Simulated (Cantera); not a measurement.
# Abatement and gas-phase synthesis: N2O + H2

Charge: 1 mol N2O, a varied amount of H2, held at 3248.15 K and 4.10 bar.

These are equilibrium values from Cantera (NASA tables, ideal gas, pure condensed phases), not measurements of a reactor. Candidate condensed phases: H2O; 24 gas species. Kinetics and transport are ignored.

```csv
n(H2) (mol),x H2,x N2,x H2O,x H,x O2,x OH,x O,x NO
0.47,0.0262,0.518,0.179,0.0256,0.106,0.0689,0.0400,0.0363
0.64,0.0414,0.492,0.231,0.0321,0.0712,0.0709,0.0328,0.0290
0.88,0.0716,0.456,0.284,0.0422,0.0361,0.0664,0.0233,0.0199
1.2,0.132,0.409,0.311,0.0573,0.0128,0.0535,0.0139,0.0112
1.7,0.240,0.342,0.289,0.0773,0.00332,0.0368,0.00708,0.00522
2.3,0.344,0.282,0.247,0.0926,0.00118,0.0263,0.00422,0.00283
3.2,0.451,0.222,0.199,0.106,0.000447,0.0185,0.00259,0.00154
4.3,0.533,0.176,0.159,0.115,0.000205,0.0136,0.00176,0.000929
6,0.611,0.133,0.122,0.123,9.08e-5,0.00972,0.00117,0.000538
8.2,0.669,0.101,0.0929,0.129,4.42e-5,0.00709,0.000816,0.000327
```
x: gas mole fraction; nothing condenses.

From 0.47 mol H2 to 8.2 mol H2 nothing is condensed.
